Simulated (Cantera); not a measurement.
Input: 1 mol toluene, 0.19 mol CO2, 2.9 mol H2, equilibrated at 100000 Pa.

Method: chemical equilibrium by Gibbs-energy minimisation in Cantera with the NASA 1993 tables (ideal gas, pure condensed phases). Candidate condensed phases: C, C6H6, C7H8, C8H18, H2O; 110 gas species. Rates play no part. All values below are at 523 K.

Base state: CH4 0.870, H2O 0.101, H2 0.0286, CO2 0.00104 (mole fractions); condensed: C(graphite).

Q: What changes in the equilibrium state with this change: CO2 from 0.19 to 1.5 mol?

A: 
```tsv
species	before	after
H2O	0.101	0.498
CH4	0.870	0.431
CO2	0.00104	0.0512
H2	0.0286	0.0201
CO	3.28e-6	2.30e-5
C(graphite), mol	3.98	6.09
```

Q: What changes in the equilibrium state with this change: CO2 from 0.19 to 0.039 mol?

A: 
| species | before | after |
|---|---|---|
| CH4 | 0.870 | 0.948 |
| H2 | 0.0286 | 0.0299 |
| H2O | 0.101 | 0.0219 |
| CO2 | 0.00104 | 4.52e-5 |
| C(graphite), mol | 3.98 | 3.68 |
